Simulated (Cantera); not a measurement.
A freely propagating, adiabatic, planar premixed flame of CH₄ : O₂ : N₂ : CO₂ = 1 : 2.13 : 8 : 0.26 (molar parts), equivalence ratio 0.94, unburnt at 550 K and 0.296 atm; mixture-averaged transport, grid criteria slope 0.08 and curve 0.16, no radiation.

Model: GRI-Mech 3.0 (53 species, 325 reactions), integrated in Cantera. Burning velocities carry a grid error of a few per cent, more on coarse grids.

Q: What does this change do: inlet temperature 550 to 598 K?

A: 
```
quantity                    before     after
------------------------  --------  --------
laminar burning velocity  124 cm/s  145 cm/s
thermal thickness          1.05 mm   1.02 mm
peak x(CH₂CO)              8.21e-5   8.88e-5
peak x(HCN)                2.00e-6   2.16e-6
peak x(CH₂O)              0.000980   0.00103
```
